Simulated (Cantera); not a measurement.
An adiabatic, constant-pressure homogeneous reactor starts with 26.4 % CO, 1.37 % H2, 2.01 % CH4, 14.8 % O2, 55.5 % N2, equivalence ratio 1.2, at 1775 K and 4350 Torr.

Computed with Cantera and GRI-Mech 3.0 (53 species, 325 reactions). Above 3000 K some thermodynamic fits are extrapolated.

Problem. Predict: time of steepest temperature rise; temperature at 7.00 s; equilibrium temperature; x(CO) at 7.00 s; x(H2) at 7.00 s; x(O) at 7.00 s.

Solution. 
```json
{
 "time_of_steepest_temperature_rise": "6.86 µs",
 "temperature at 7.00 s": "3014 K",
 "equilibrium_temperature": "3014 K",
 "x(CO) at 7.00 s": "0.142 (gas-phase equilibrium 0.142)",
 "x(H2) at 7.00 s": "0.00513 (gas-phase equilibrium 0.00513)",
 "x(O) at 7.00 s": "0.00808 (gas-phase equilibrium 0.00808)"
}
```
